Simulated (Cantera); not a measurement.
Gas mixture: 34.2 % C2H6, 19.2 % H2, 8.97 % CO, 37.6 % N2, at 4.20 bar, frozen composition.

Cantera's kinetic-theory transport with the Lennard-Jones parameters of GRI-Mech 3.0, ideal gas; thermal conductivity in the multicomponent form. The composition is frozen, though it would react at the higher temperatures.

D: mixture-averaged diffusion coefficient of that species in the mixture.

```csv
T (K),ρ (kg/m³),cp (J/kg/K),μ (µPa s),λ (mW/m/K),Pr,D (cm²/s) OH,D (cm²/s) C2H2,D (cm²/s) CO2
400,3.00,1753,17.1,51.0,0.589,0.126,0.0677,0.0641
550,2.18,2031,21.9,71.5,0.623,0.219,0.120,0.114
700,1.71,2276,26.1,92.3,0.644,0.329,0.183,0.174
850,1.41,2478,[?],[?],0.657,[?],[?],[?]
1000,1.20,2658,[?],[?],0.666,[?],[?],[?]
1150,1.04,2801,36.9,154,0.670,0.757,0.427,0.409
1300,0.922,2921,40.0,174,0.673,0.929,0.525,0.503
1450,0.826,3021,43.0,193,0.675,1.11,0.630,0.604
1600,0.749,3104,45.9,211,0.676,1.31,0.743,0.712
```

Complete the blanks.


- 850, μ (µPa s): 30.0
- 850, λ (mW/m/K): 113
- 850, D (cm²/s) OH: 0.457
- 850, D (cm²/s) C2H2: 0.255
- 850, D (cm²/s) CO2: 0.244
- 1000, μ (µPa s): 33.5
- 1000, λ (mW/m/K): 134
- 1000, D (cm²/s) OH: 0.600
- 1000, D (cm²/s) C2H2: 0.337
- 1000, D (cm²/s) CO2: 0.322
